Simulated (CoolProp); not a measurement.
Vapour-liquid equilibrium of CH2F2 (R32) (1) + propylene (2) at 241 K; x and y are mole fractions of (1).

The numbers come from the multi-fluid Helmholtz-energy mixture model, Tillner-Roth 1997 and Lemmon 2013; pair parameters Bell 2016 in CoolProp.

### Question
Give the bubble pressure and the first vapour's composition at x = 0.125, 0.8, 0.95. Is there an azeotrope?

### Answer
x = 0.125: 0.2701 MPa, y = 0.341; x = 0.8: 0.3250 MPa, y = 0.677; x = 0.95: 0.2834 MPa, y = 0.851. y crosses x between x = 0.575 and 0.65: the model has an azeotrope there.

The pair parameters rest on a limited set of measurements; away from them the model extrapolates. With so large a gap from Raoult's law the liquid may split in two, which this calculation doesn't test in full.
